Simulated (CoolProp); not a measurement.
Vapour-liquid equilibrium of benzene (1) + n-heptane (2) at 0.0241 MPa; x and y are mole fractions of (1).

Values from CoolProp's multi-fluid Helmholtz-energy mixture model, Thol 2012 and Span 2003; pair parameters Bell 2016.

Give the bubble temperature and the first vapour's composition at x = 0.15, 0.25, 0.75. Is there an azeotrope?

x = 0.15: 323.9 K, y = 0.308; x = 0.25: 321.2 K, y = 0.450; x = 0.75: 314.0 K, y = 0.824. No azeotrope shows between x = 0.05 and 0.95.

Pair parameters are fitted to limited data, so mixtures are less certain than the pure fluids.
